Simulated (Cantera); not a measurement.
A Cantera script and what it prints.

```python
import numpy as np
import cantera as ct

gas_names = """
    Electron C C+ C- CH CH+ CH2 CH3 CH2OH CH3O CH4 CH3OH CO CO+ CO2 CO2+ COOH C2 C2+ C2- C2H CHCO,ketyl
    C2H2,acetylene C2H2,vinylidene CH2CO,ketene C2H3,vinyl CH3CO,acetyl C2H4 C2H4O,ethylen
    CH3CHO,ethanal CH3COOH (HCOOH)2 C2H5 C2H6 CH3OCH3 C2H5OH C2O C3 C3H3,propargyl C3H4,allene
    C3H4,propyne C3H4,cyclo- C3H5,allyl C3H6,propylene C3H6,cyclo- C3H6O C3H7,n-propyl C3H7,i-propyl
    C3H8 C3H8O,1propanol C3H8O,2propanol C3O2 C4 C4H2 C4H4,1,3-cyclo- C4H6,butadiene C4H6,2-butyne
    C4H6,cyclo- C4H8,1-butene C4H8,cis2-buten C4H8,tr2-butene C4H8,isobutene C4H8,cyclo- (CH3COOH)2
    C4H9,n-butyl C4H9,i-butyl C4H9,s-butyl C4H9,t-butyl C4H10,isobutane C4H10,n-butane C5 C5H6,1,3cyclo-
    C5H8,cyclo- C5H10,1-pentene C5H10,cyclo- C5H11,pentyl C5H11,t-pentyl C5H12,n-pentane C5H12,i-pentane
    CH3C(CH3)2CH3 C6H2 C6H5,phenyl C6H5O,phenoxy C6H6 C6H5OH,phenol C6H10,cyclo- C6H12,1-hexene
    C6H12,cyclo- C6H13,n-hexyl C7H7,benzyl C7H8 C7H8O,cresol C7H14,1-heptene C7H15,n-heptyl
    C7H16,n-heptane C8H8,styrene C8H10,ethylbenz C8H16,1-octene C8H17,n-octyl C8H18,isooctane
    C8H18,n-octane C9H19,n-nonyl C10H8,naphthale C10H21,n-decyl C12H9,o-bipheny C12H10,bipheny H H+ H-
    HCO HCO+ HO2 H2 H2+ H2- HCHO,formaldehy HCOOH H2O H2O+ H2O2 H3O+ O O+ O- OH OH+ OH- O2 O2+ O2- O3
""".split()
cond_names = """
    C(gr) C6H6(L) C7H8(L) C8H18(L),n-octa H2O(s) H2O(L)
""".split()


def load(file, names, dense=False):
    # The tables refer to 1 bar. Condensed volumes are neglected.
    table = {s.name: s for s in ct.Species.list_from_file(file)}
    out = []
    for n in names:
        d = dict(table[n].input_data)
        d["thermo"] = dict(d["thermo"], **{"reference-pressure": 1e5})
        if dense:
            d["equation-of-state"] = {"model": "constant-volume", "density": "1e6 g/cm^3"}
        out.append(ct.Species.from_dict(d))
    return out


gas = ct.Solution(thermo="ideal-gas", species=load("nasa_gas.yaml", gas_names))
cond = {s.name: ct.Solution(thermo="fixed-stoichiometry", species=[s], name=s.name)
        for s in load("nasa_condensed.yaml", cond_names, dense=True)}
atoms = {
    'C2H6': {'C': 2, 'H': 6},
    'H2': {'H': 2},
    'CO2': {'C': 1, 'O': 2},
}
top_T = {'C(gr)': 4500}  # K; cautious upper limits of use, not melting points


def equilibrate(T, P, feed):
    n = {}
    for name, mol in feed.items():
        for a, k in atoms[name].items():
            n[a] = n.get(a, 0.0) + k * mol
    gas.TPX = T, P, n
    mass = sum(n.values()) * gas.mean_molecular_weight
    gas.equilibrate("TP")
    valid = [c for c in cond.values() if c.min_temp <= T <= top_T.get(c.name, c.max_temp)]
    mix = ct.Mixture([(gas, mass / gas.mean_molecular_weight)] + [(c, 0.0) for c in valid])
    mix.T, mix.P = T, P
    mix.equilibrate("TP", solver="vcs", rtol=1e-11, max_steps=5000)
    return mix


results = []
feed = {'C2H6': 1, 'H2': 0.39, 'CO2': 1.9}  # mol
P = 1000  # Pa
for T in [2000, 2500, 3000, 3500, 4000, 4500, 5000]:
    mix = equilibrate(T, P, feed)
    results.append((T, P, feed, dict(zip(mix.species_names, mix.species_moles))))

top = {s: max(r[3][s] / sum(r[3][g] for g in gas_names) for r in results) for s in gas_names}
cols = sorted((s for s in top if top[s] > 1e-05), key=lambda s: -top[s])[:8]
seen = [c for c in cond_names if any(r[3].get(c, 0) > 1e-12 for r in results)]
print("log10 of partial pressures in bar; condensed amounts in mol")
print(f"{'T/K':>10s}" + "".join(f"{s[:9]:>10s}" for s in cols + seen))
for T, P, feed, n in results:
    ng = sum(n[g] for g in gas_names)
    print(f"{T:10.4g}" + "".join(f"{np.log10(max(n[s] / ng * P / 1e5, 1e-99)):10.3f}" for s in cols)
          + "".join(f"{n.get(c, 0):10.4g}" for c in seen))
```

Result:

```
log10 of partial pressures in bar; condensed amounts in mol
       T/K         H        CO        H2         C         O C2H2,acet        C3       C2H     C(gr)
      2000    -3.956    -2.279    -2.334   -10.517   -12.925    -5.449   -10.557    -8.798   0.09484
      2500    -2.823    -2.311    -2.447    -6.779   -10.990    -4.413    -6.304    -5.933   0.03615
      3000    -2.301    -2.404    -2.999    -4.733    -9.316    -5.081    -4.821    -5.149         0
      3500    -2.208    -2.444    -3.958    -4.065    -7.295    -7.701    -6.147    -6.453         0
      4000    -2.199    -2.449    -4.803    -4.008    -5.304   -10.676    -8.481    -8.383         0
      4500    -2.202    -2.465    -5.481    -3.720    -4.008   -12.519    -9.566    -9.407         0
      5000    -2.220    -2.542    -6.057    -3.226    -3.295   -13.496    -9.643    -9.717         0
```

Cantera equilibrium calculation (NASA polynomials, part measured and part estimated; ideal gas, pure solids and liquids).
